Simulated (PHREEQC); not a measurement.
A solution holds 0.00039 mol Ca(HCO3)2 and 0.0025 mol Na2HPO4 per kg of water, at 25 °C. Closed to the air; pH follows from the charge balance.

All values are PHREEQC results (ion-association model, wateq4f.dat), not measurements.

This is a speciation only: nothing precipitates in the calculation.

Problem. What pH, ionic strength does the model give?

Solution. pH 8.45; ionic strength 0.00777 mol/kgw.

Problem. In which forms is P present?

Solution. HPO4-2 88 %, CaHPO4 4.5 %, H2PO4- 3.8 %, CaPO4- 3.3 %, NaHPO4- 0.6 % of the P.

Examples of supersaturated solids here: Hydroxyapatite. Others may be too. H3PO4, which wateq4f.dat lacks, is added to it with the constant of phreeqc.dat.
